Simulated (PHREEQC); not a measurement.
Dissolve 0.18 mol/kgw HF and 0.0038 mol/kgw Na2HPO4 at 20 °C. Closed to the air; pH follows from the charge balance.

The numbers come from PHREEQC with the ion-association model, phreeqc.dat.

Precipitation was switched off in this run.

Problem. Predict the pH, ionic strength.

Solution. pH 1.95; ionic strength 0.0201 mol/kgw.

Problem. In which forms is F present?

Solution. HF 86 %, HF2- 7.4 %, F- 6.5 % of the F.

Complexes and solids missing from the database can't appear.
